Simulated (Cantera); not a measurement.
Adiabatic ignition

An adiabatic, constant-volume homogeneous reactor starts with 8.31 % H2, 8.64 % O2, 83.1 % N2, equivalence ratio 0.48, at 1225 K and 2.20 bar.

Detailed kinetics in Cantera: the H2/O2 subset of GRI-Mech 3.0, which has no nitrogen chemistry. The hydrogen kinetics of GRI-Mech 3.0 are dated; newer H2 mechanisms differ, most at raised pressure.

| t (s) | T (K) | P (bar) | x H2 | x O2 | x H | x HO2 | x H2O |
|---|---|---|---|---|---|---|---|
| 5.00e-6 | 1225 | 2.20 | 0.0831 | 0.0864 | 1.69e-8 | 1.35e-8 | 1.72e-8 |
| 1.69e-5 | 1225 | 2.20 | 0.0831 | 0.0864 | 1.61e-6 | 7.15e-7 | 2.68e-6 |
| 5.74e-5 | 1819 | 3.16 | 0.00402 | 0.0454 | 0.00427 | 2.49e-5 | 0.0767 |
| 0.000195 | 1969 | 3.39 | 0.000188 | 0.0464 | 3.56e-5 | 2.04e-6 | 0.0856 |
| 0.000660 | 1976 | 3.40 | 5.46e-5 | 0.0466 | 5.79e-6 | 1.06e-6 | 0.0861 |
| 0.00224 | 1976 | 3.40 | 5.23e-5 | 0.0466 | 5.44e-6 | 1.05e-6 | 0.0861 |
| 0.00758 | 1976 | 3.40 | 5.23e-5 | 0.0466 | 5.44e-6 | 1.05e-6 | 0.0861 |
| 0.0257 | 1976 | 3.40 | 5.23e-5 | 0.0466 | 5.44e-6 | 1.05e-6 | 0.0861 |
| 0.0871 | 1976 | 3.40 | 5.23e-5 | 0.0466 | 5.44e-6 | 1.05e-6 | 0.0861 |
| 0.295 | 1976 | 3.40 | 5.23e-5 | 0.0466 | 5.44e-6 | 1.05e-6 | 0.0861 |
| 1.00 | 1976 | 3.40 | 5.23e-5 | 0.0466 | 5.44e-6 | 1.05e-6 | 0.0861 |
x: mole fraction; the columns are a selection and need not sum to one.

```json
{
  "time_of_steepest_temperature_rise": "43.3 µs",
  "temperature at 1.00 s": "1976 K",
  "equilibrium_temperature": "1976 K",
  "x(H2) at 1.00 s": "5.23e-5 (gas-phase equilibrium 5.23e-5)",
  "x(O2) at 1.00 s": "0.0466 (gas-phase equilibrium 0.0466)",
  "x(H) at 1.00 s": "5.44e-6 (gas-phase equilibrium 5.44e-6)"
}
```
